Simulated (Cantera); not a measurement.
Standard-state values (1 bar) from the NASA 1993 polynomials, evaluated with Cantera. Values are per mole of reaction as written; species without (g) are pure solids or liquids, kept so even where they would boil at 1 bar.

N(g) + CaO = Ca + NO(g)

```tsv
T (K)	ΔH° (kJ)	ΔS° (J/K)	ΔG° (kJ)	log10 K
1325	[?]	[?]	[?]	[?]
1525	[?]	[?]	[?]	[?]
1725	[?]	[?]	[?]	[?]
1925	[?]	[?]	[?]	[?]
2125	251.9	56.0	132.9	-3.27
```

Q: Fill in the missing entries.

A: 
- 1325, ΔH° (kJ): 255.0
- 1325, ΔS° (J/K): 57.8
- 1325, ΔG° (kJ): 178.4
- 1325, log10 K: -7.03
- 1525, ΔH° (kJ): 254.4
- 1525, ΔS° (J/K): 57.4
- 1525, ΔG° (kJ): 166.9
- 1525, log10 K: -5.72
- 1725, ΔH° (kJ): 253.7
- 1725, ΔS° (J/K): 56.9
- 1725, ΔG° (kJ): 155.4
- 1725, log10 K: -4.71
- 1925, ΔH° (kJ): 252.8
- 1925, ΔS° (J/K): 56.5
- 1925, ΔG° (kJ): 144.1
- 1925, log10 K: -3.91
